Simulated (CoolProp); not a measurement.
Computed with CoolProp (reference Helmholtz-energy equation of state, Lemmon 2006). It is a short technical equation, of lower accuracy than the large ones.

### Question
Give the vapour pressure (MPa), enthalpy of vaporisation (kJ/kg), liquid cp (kJ/(kg K)), surface tension (mN/m) of saturated isohexane at 143.55 °C.

### Answer
```tsv
T (°C)	p (MPa)	enthalpy of vaporisation (kJ/kg)	liquid cp (kJ/(kg K))	surface tension (mN/m)
143.55	0.798	246	2.93	5.75
```

Surface tension comes from a separate correlation (Mulero 2012).
